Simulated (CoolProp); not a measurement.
A closed Brayton cycle with nitrogen: compressor inlet 316.15 K and 5.3 MPa, high pressure 11.6 MPa, turbine inlet 665 K, compressor efficiency 0.89, turbine efficiency 0.85, recuperator effectiveness 0.9 (on enthalpy, no pinch check). Each further row changes one setting.

The numbers come from the reference Helmholtz-energy equation of state, Span 2000 in CoolProp.

| case | thermal efficiency (%) | net work (kJ/kg) | compressor to turbine work | compressor exit (K) | turbine exit (K) |
|---|---|---|---|---|---|
| as stated | 19.3 | 27.6 | 0.77 | 406.7 | 554.6 |
| turbine inlet 615 K | 14.2 | 18.3 | 0.84 | 406.7 | 511.8 |
| compressor inlet 326.15 K | 17.3 | 24.4 | 0.80 | 419.4 | 554.6 |
| high pressure 9.86 MPa | 21.0 | 25.9 | 0.74 | 386.2 | 575.8 |
| recuperator effectiveness 0.5 | 13.3 | 27.6 | 0.77 | 406.7 | 554.6 |
